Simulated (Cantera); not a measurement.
Input (Python, Cantera) and output of one run.

```python
import numpy as np
import cantera as ct

gas_names = """
    C CH CH2 CH3 CH2OH CH3O CH4 CH3OH CO CO2 COOH C2 C2H CHCO,ketyl C2H2,acetylene C2H2,vinylidene
    CH2CO,ketene C2H3,vinyl CH3CO,acetyl C2H4 C2H4O,ethylen CH3CHO,ethanal CH3COOH (HCOOH)2 C2H5 C2H6
    CH3OCH3 C2H5OH C2O C3 C3H3,propargyl C3H4,allene C3H4,propyne C3H4,cyclo- C3H5,allyl C3H6,propylene
    C3H6,cyclo- C3H6O C3H7,n-propyl C3H7,i-propyl C3H8 C3H8O,1propanol C3H8O,2propanol C3O2 C4 C4H2
    C4H4,1,3-cyclo- C4H6,butadiene C4H6,2-butyne C4H6,cyclo- C4H8,1-butene C4H8,cis2-buten
    C4H8,tr2-butene C4H8,isobutene C4H8,cyclo- (CH3COOH)2 C4H9,n-butyl C4H9,i-butyl C4H9,s-butyl
    C4H9,t-butyl C4H10,isobutane C4H10,n-butane C5 C5H6,1,3cyclo- C5H8,cyclo- C5H10,1-pentene
    C5H10,cyclo- C5H11,pentyl C5H11,t-pentyl C5H12,n-pentane C5H12,i-pentane CH3C(CH3)2CH3 C6H2
    C6H5,phenyl C6H5O,phenoxy C6H6 C6H5OH,phenol C6H10,cyclo- C6H12,1-hexene C6H12,cyclo- C6H13,n-hexyl
    C7H7,benzyl C7H8 C7H8O,cresol C7H14,1-heptene C7H15,n-heptyl C7H16,n-heptane C8H8,styrene
    C8H10,ethylbenz C8H16,1-octene C8H17,n-octyl C8H18,isooctane C8H18,n-octane C9H19,n-nonyl
    C10H8,naphthale C10H21,n-decyl C12H9,o-bipheny C12H10,bipheny H HCO HO2 H2 HCHO,formaldehy HCOOH H2O
    H2O2 O OH O2 O3 Si SiC SiC2 SiC4H12 SiH SiH2 SiH3 SiH4 SiO SiO2 Si2 Si2C Si3
""".split()
cond_names = """
    C(gr) C6H6(L) C7H8(L) C8H18(L),n-octa H2O(s) H2O(L) Si(cr) Si(L) SiC(b) SiO2(Lqz) SiO2(hqz) SiO2(L)
""".split()


def load(file, names, dense=False):
    # The tables refer to 1 bar. Condensed volumes are neglected.
    table = {s.name: s for s in ct.Species.list_from_file(file)}
    out = []
    for n in names:
        d = dict(table[n].input_data)
        d["thermo"] = dict(d["thermo"], **{"reference-pressure": 1e5})
        if dense:
            d["equation-of-state"] = {"model": "constant-volume", "density": "1e6 g/cm^3"}
        out.append(ct.Species.from_dict(d))
    return out


gas = ct.Solution(thermo="ideal-gas", species=load("nasa_gas.yaml", gas_names))
cond = {s.name: ct.Solution(thermo="fixed-stoichiometry", species=[s], name=s.name)
        for s in load("nasa_condensed.yaml", cond_names, dense=True)}
atoms = {
    'SiC': {'Si': 1, 'C': 1},
    'CO2': {'C': 1, 'O': 2},
    'H2': {'H': 2},
}
top_T = {'C(gr)': 4500, 'SiC(b)': 3050}  # K; cautious upper limits of use, not melting points


def equilibrate(T, P, feed):
    n = {}
    for name, mol in feed.items():
        for a, k in atoms[name].items():
            n[a] = n.get(a, 0.0) + k * mol
    gas.TPX = T, P, n
    mass = sum(n.values()) * gas.mean_molecular_weight
    gas.equilibrate("TP")
    valid = [c for c in cond.values() if c.min_temp <= T <= top_T.get(c.name, c.max_temp)]
    mix = ct.Mixture([(gas, mass / gas.mean_molecular_weight)] + [(c, 0.0) for c in valid])
    mix.T, mix.P = T, P
    mix.equilibrate("TP", solver="vcs", rtol=1e-11, max_steps=5000)
    return mix


results = []
P = 0.1  # Pa
for T in [2048, 2073, 2098, 2123, 2148, 2173, 2198, 2223, 2248, 2273]:
    for m in [0.02, 0.029, 0.041, 0.058, 0.083, 0.12, 0.17, 0.24, 0.34, 0.49, 0.7, 1, 1.4]:
        feed = {'SiC': 1, 'CO2': m, 'H2': 51}  # mol
        mix = equilibrate(T, P, feed)
        results.append((T, P, feed, dict(zip(mix.species_names, mix.species_moles))))

for T, P, feed, n in results:
    print(f"{T:7g} {feed['CO2']:10.4g}  " + (" + ".join(c for c in cond_names if n.get(c, 0) > 1e-12) or "gas only"))
```

Result:

```
   2048       0.02  C(gr)
   2048      0.029  C(gr)
   2048      0.041  C(gr)
   2048      0.058  C(gr)
   2048      0.083  C(gr)
   2048       0.12  C(gr)
   2048       0.17  C(gr)
   2048       0.24  C(gr)
   2048       0.34  C(gr)
   2048       0.49  C(gr)
   2048        0.7  C(gr)
   2048          1  gas only
   2048        1.4  gas only
   2073       0.02  C(gr)
   2073      0.029  C(gr)
   2073      0.041  C(gr)
   2073      0.058  C(gr)
   2073      0.083  C(gr)
   2073       0.12  C(gr)
   2073       0.17  C(gr)
   2073       0.24  C(gr)
   2073       0.34  C(gr)
   2073       0.49  C(gr)
   2073        0.7  C(gr)
   2073          1  gas only
   2073        1.4  gas only
   2098       0.02  C(gr)
   2098      0.029  C(gr)
   2098      0.041  C(gr)
   2098      0.058  C(gr)
   2098      0.083  C(gr)
   2098       0.12  C(gr)
   2098       0.17  C(gr)
   2098       0.24  C(gr)
   2098       0.34  C(gr)
   2098       0.49  C(gr)
   2098        0.7  C(gr)
   2098          1  gas only
   2098        1.4  gas only
   2123       0.02  C(gr)
   2123      0.029  C(gr)
   2123      0.041  C(gr)
   2123      0.058  C(gr)
   2123      0.083  C(gr)
   2123       0.12  C(gr)
   2123       0.17  C(gr)
   2123       0.24  C(gr)
   2123       0.34  C(gr)
   2123       0.49  C(gr)
   2123        0.7  gas only
   2123          1  gas only
   2123        1.4  gas only
   2148       0.02  C(gr)
   2148      0.029  C(gr)
   2148      0.041  C(gr)
   2148      0.058  C(gr)
   2148      0.083  C(gr)
   2148       0.12  C(gr)
   2148       0.17  C(gr)
   2148       0.24  C(gr)
   2148       0.34  C(gr)
   2148       0.49  C(gr)
   2148        0.7  gas only
   2148          1  gas only
   2148        1.4  gas only
   2173       0.02  C(gr)
   2173      0.029  C(gr)
   2173      0.041  C(gr)
   2173      0.058  C(gr)
   2173      0.083  C(gr)
   2173       0.12  C(gr)
   2173       0.17  C(gr)
   2173       0.24  C(gr)
   2173       0.34  gas only
   2173       0.49  gas only
   2173        0.7  gas only
   2173          1  gas only
   2173        1.4  gas only
   2198       0.02  gas only
   2198      0.029  gas only
   2198      0.041  gas only
   2198      0.058  gas only
   2198      0.083  gas only
   2198       0.12  gas only
   2198       0.17  gas only
   2198       0.24  gas only
   2198       0.34  gas only
   2198       0.49  gas only
   2198        0.7  gas only
   2198          1  gas only
   2198        1.4  gas only
   2223       0.02  gas only
   2223      0.029  gas only
   2223      0.041  gas only
   2223      0.058  gas only
   2223      0.083  gas only
   2223       0.12  gas only
   2223       0.17  gas only
   2223       0.24  gas only
   2223       0.34  gas only
   2223       0.49  gas only
   2223        0.7  gas only
   2223          1  gas only
   2223        1.4  gas only
   2248       0.02  gas only
   2248      0.029  gas only
   2248      0.041  gas only
   2248      0.058  gas only
   2248      0.083  gas only
   2248       0.12  gas only
   2248       0.17  gas only
   2248       0.24  gas only
   2248       0.34  gas only
   2248       0.49  gas only
   2248        0.7  gas only
   2248          1  gas only
   2248        1.4  gas only
   2273       0.02  gas only
   2273      0.029  gas only
   2273      0.041  gas only
   2273      0.058  gas only
   2273      0.083  gas only
   2273       0.12  gas only
   2273       0.17  gas only
   2273       0.24  gas only
   2273       0.34  gas only
   2273       0.49  gas only
   2273        0.7  gas only
   2273          1  gas only
   2273        1.4  gas only
```

Cantera equilibrium calculation (NASA polynomials, part measured and part estimated; ideal gas, pure solids and liquids).
